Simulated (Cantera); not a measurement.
An adiabatic, constant-volume homogeneous reactor starts with CH₄ : C₂H₆ : O₂ : N₂ : CO₂ = 1 : 0.14 : 3.11 : 11.7 : 3.3 (molar parts), equivalence ratio 0.80, at 1498 K and 3750 Torr.

Model: GRI-Mech 3.0 (53 species, 325 reactions), integrated in Cantera.

Q: Predict: time of steepest temperature rise; temperature at 0.600 s; equilibrium temperature; x(O₂) at 0.600 s; x(NO₂) at 0.600 s; x(H₂O) at 0.600 s; x(HO₂) at 0.600 s.

A: 
- time of steepest temperature rise: 84.7 µs
- temperature at 0.600 s: 2651 K
- equilibrium temperature: 2651 K
- x(O₂) at 0.600 s: 0.0379 (gas-phase equilibrium 0.0379)
- x(NO₂) at 0.600 s: 1.06e-5 (gas-phase equilibrium 1.06e-5)
- x(H₂O) at 0.600 s: 0.116 (gas-phase equilibrium 0.116)
- x(HO₂) at 0.600 s: 1.07e-5 (gas-phase equilibrium 1.07e-5)
